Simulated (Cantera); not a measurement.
**Thermodynamics of tantalum, niobium, vanadium and zirconium in process gases, feed Zr + O2 + H2**

Input: 1 mol Zr, 0.061 mol O2, 51 mol H2, equilibrated at 1 atm.

These are equilibrium values from Cantera (NASA tables, ideal gas, pure condensed phases), not measurements of a reactor. Candidate condensed phases: H2O, Zr, ZrO2; 12 gas species. Mutual solubility and eutectic melting of coexisting phases are not modelled. Condensed phases not in the tables: N, O or C dissolved in the metal. Equilibrium is a limit: real reactors are often held back by kinetics, nucleation or transport.

```csv
T (°C),x H2,x H,x ZrO,x H2O,x Zr,x ZrO2,x OH,x O,n Zr(β),n ZrO2(tetragonal),n Zr(l),n ZrO2(s)
1525,1.000,0.000350,8.04e-10,1.52e-7,4.14e-11,<1e-12,3.49e-12,<1e-12,0.939,0.0610,0,0
1600,0.999,0.000641,4.18e-9,3.29e-7,2.08e-10,1.38e-12,1.64e-11,<1e-12,0.939,0.0610,0,0
1675,0.999,0.00112,1.91e-8,6.71e-7,9.22e-10,9.43e-12,6.82e-11,<1e-12,0.939,0.0610,0,0
1750,0.998,0.00188,7.77e-8,1.30e-6,3.66e-9,5.56e-11,2.55e-10,<1e-12,0.939,0.0610,0,0
1825,0.997,0.00305,2.86e-7,2.40e-6,1.31e-8,2.88e-10,8.70e-10,1.90e-12,0.939,0.0609,0,0
1900,0.995,0.00478,9.45e-7,4.29e-6,4.20e-8,1.33e-9,2.76e-9,9.29e-12,0,0.0609,0.939,0
1975,0.993,0.00727,2.86e-6,7.43e-6,1.22e-7,5.51e-9,8.15e-9,4.12e-11,0,0.0607,0.939,0
2050,0.989,0.0108,8.03e-6,1.24e-5,3.32e-7,2.08e-8,2.24e-8,1.66e-10,0,0.0605,0.939,0
2125,0.984,0.0155,2.11e-5,2.01e-5,8.45e-7,7.23e-8,5.80e-8,6.13e-10,0,0.0599,0.939,0
2200,0.978,0.0219,5.22e-5,3.14e-5,2.03e-6,2.32e-7,1.41e-7,2.09e-9,0,0.0588,0.938,0
2275,0.970,0.0303,0.000122,4.78e-5,4.63e-6,6.96e-7,3.27e-7,6.65e-9,0,0.0566,0.937,0
2350,0.959,0.0410,0.000272,7.09e-5,1.01e-5,1.95e-6,7.18e-7,1.98e-8,0,0,0.933,0.0520
2425,0.945,0.0545,0.000578,0.000102,2.09e-5,5.17e-6,1.51e-6,5.54e-8,0,0,0.925,0.0428
```
x: gas mole fraction; n: condensed amount in mol.

From 1525 °C to 1825 °C the condensed part is Zr(β) + ZrO2(tetragonal). From 1900 °C to 2275 °C the condensed part is Zr(l) + ZrO2(tetragonal). From 2350 °C to 2425 °C the condensed part is Zr(l) + ZrO2(s).
